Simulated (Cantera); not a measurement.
A Cantera script and its output.

```python
import numpy as np
import cantera as ct

gas = ct.Solution("gri30.yaml")
gas.TPX = 1248, 160000, {'N2O': 1, 'O2': 0.15}
inlet = ct.Reservoir(gas, clone=True)

reactor = ct.IdealGasConstPressureReactor(gas, energy="off", clone=False)
exhaust = ct.Reservoir(gas, clone=True)
tau = [0.37, 0.13, 0.042, 0.014, 0.0048, 0.0016, 0.00054, 0.00018][0]
for a, b in ((inlet, reactor), (reactor, exhaust)):
    ct.MassFlowController(a, b, mdot=lambda t: reactor.mass / tau)
net = ct.ReactorNet([reactor])
show = ['N2O', 'O2', 'NO2', 'NO', 'O', 'N2']

rows = []
print(f"{'tau/s':>10s}{'T/K':>9s}" + "".join(f"{s:>11s}" for s in show))
for tau in [0.37, 0.13, 0.042, 0.014, 0.0048, 0.0016, 0.00054, 0.00018]:
    net.initial_time = 0.0
    net.advance(30 * tau)
    before = gas.X
    net.advance(40 * tau)
    drift = np.max(np.abs(gas.X - before) / (gas.X + 1e-9))
    rows.append([gas.T, *gas[show].X, drift])
    print(f"{tau:10.3e}{gas.T:9.1f}" + "".join(f"{x:11.3e}" for x in gas[show].X))
```

It prints:

```
     tau/s      T/K        N2O         O2        NO2         NO          O         N2
 3.700e-01   1248.0  4.421e-01  2.446e-01  4.827e-04  2.988e-02  2.350e-06  2.829e-01
 1.300e-01   1248.0  6.347e-01  1.922e-01  2.898e-04  1.839e-02  2.866e-06  1.544e-01
 4.200e-02   1248.0  7.723e-01  1.558e-01  1.191e-04  8.089e-03  3.204e-06  6.374e-02
 1.400e-02   1248.0  8.338e-01  1.397e-01  3.779e-05  3.049e-03  3.348e-06  2.340e-02
 4.800e-03   1248.0  8.569e-01  1.337e-01  9.324e-06  1.094e-03  3.397e-06  8.301e-03
 1.600e-03   1248.0  8.653e-01  1.315e-01  1.618e-06  3.710e-04  3.408e-06  2.799e-03
 5.400e-04   1248.0  8.681e-01  1.308e-01  2.239e-07  1.256e-04  3.397e-06  9.462e-04
 1.800e-04   1248.0  8.691e-01  1.306e-01  2.622e-08  4.141e-05  3.354e-06  3.139e-04
```

Computed with Cantera and GRI-Mech 3.0 (53 species, 325 reactions). GRI-Mech 3.0 was tuned for natural gas; its chemistry of N2O as a main component is partial and can be far from experiment. The mechanism lacks the step 2 NO + O2 → 2 NO2, which can matter for NO2 below about 1400 K. The temperature is held fixed by assumption; the heat of reaction is taken as removed at once.
